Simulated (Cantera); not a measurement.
**Equilibrium for thermal oxidation and active oxidation of silicon: Si + H2O + N2**

Charge: 1 mol Si, 0.83 mol H2O, 390 mol N2, held at 0.0100 bar.

Method: chemical equilibrium by Gibbs-energy minimisation in Cantera with the NASA 1993 tables (ideal gas, pure condensed phases). Candidate condensed phases: H2O, Si, SiO2, Si2N2O, Si3N4; 35 gas species. N2 is the only nitrogen source here; it is nearly inert below about 1500 K, so the nitride shown seldom forms there in practice. Mutual solubility and eutectic melting of coexisting phases are not modelled. The tables hold silica as quartz up to 1696 K and as liquid above; real silica turns to tridymite and cristobalite and melts near 1996 K. The numbers say what is thermodynamically allowed, not how fast it happens.

| T (K) | log p N2 | log p H2 | log p SiO | log p H | log p Si | log p SiN | log p Si2N | n SiO2(β-quartz) | n Si2N2O(s) | n Si3N4(s) |
|---|---|---|---|---|---|---|---|---|---|---|
| 1100 | -2.00 | -4.67 | -11.38 | -9.92 | <-14 | <-14 | <-14 | 0.220 | 0.390 | 0 |
| 1175 | -2.00 | -4.67 | -9.85 | -9.25 | <-14 | <-14 | <-14 | 0.220 | 0.390 | 0 |
| 1250 | -2.00 | -4.67 | -8.49 | -8.65 | <-14 | <-14 | <-14 | 0.220 | 0.390 | 0 |
| 1325 | -2.00 | -4.67 | -7.30 | -8.12 | <-14 | <-14 | <-14 | 0.219 | 0.389 | 0 |
| 1400 | -2.00 | -4.67 | -6.24 | -7.65 | -13.29 | -13.98 | <-14 | 0.212 | 0.382 | 0 |
| 1475 | -2.00 | -4.67 | -5.28 | -7.22 | -11.83 | -12.67 | <-14 | 0.152 | 0.322 | 0 |
| 1550 | -2.00 | -4.67 | -4.77 | -6.84 | -10.17 | -11.15 | -13.64 | 0 | 0.170 | 0 |
| 1625 | -2.00 | -4.68 | -4.77 | -6.49 | -8.20 | -9.31 | -10.48 | 0 | 0.170 | 0 |
| 1700 | -2.00 | -4.68 | -4.67 | -6.17 | -6.71 | -7.92 | -8.20 | 0 | 0 | 0.0537 |
log p: log10 of the partial pressure in bar; n: condensed amount in mol.

From 1100 K to 1475 K the condensed part is SiO2(β-quartz) + Si2N2O(s). From 1550 K to 1625 K the condensed part is Si2N2O(s). At 1700 K the condensed part is Si3N4(s).
